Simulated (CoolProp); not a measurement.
A closed Brayton cycle with carbon dioxide: compressor inlet 326.15 K and 9.7 MPa, high pressure 32.7 MPa, turbine inlet 705 K, compressor efficiency 0.89, turbine efficiency 0.93, recuperator effectiveness 0.8 (on enthalpy, no pinch check). Each further row changes one setting.

Computed with CoolProp (reference Helmholtz-energy equation of state, Span 1996).

| case | thermal efficiency (%) | net work (kJ/kg) | compressor to turbine work | compressor exit (K) | turbine exit (K) |
|---|---|---|---|---|---|
| as stated | 28.9 | 77.2 | 0.42 | 413.4 | 568.2 |
| turbine inlet 655 K | 26.4 | ___ | ___ | 413.4 | ___ |
| compressor inlet 336.15 K | 27.1 | 67.6 | ___ | ___ | 568.2 |
| high pressure 27.8 MPa | ___ | ___ | 0.40 | ___ | 585.9 |
| recuperator effectiveness 0.5 | 24.0 | 77.2 | 0.42 | 413.4 | 568.2 |

Question: Fill in the missing entries.

Answer: 
- turbine inlet 655 K, net work (kJ/kg): 64.7
- turbine inlet 655 K, compressor to turbine work: 0.47
- turbine inlet 655 K, turbine exit (K): 523.4
- compressor inlet 336.15 K, compressor to turbine work: 0.50
- compressor inlet 336.15 K, compressor exit (K): 436.5
- high pressure 27.8 MPa, thermal efficiency (%): 28.1
- high pressure 27.8 MPa, net work (kJ/kg): 71.2
- high pressure 27.8 MPa, compressor exit (K): 401.5
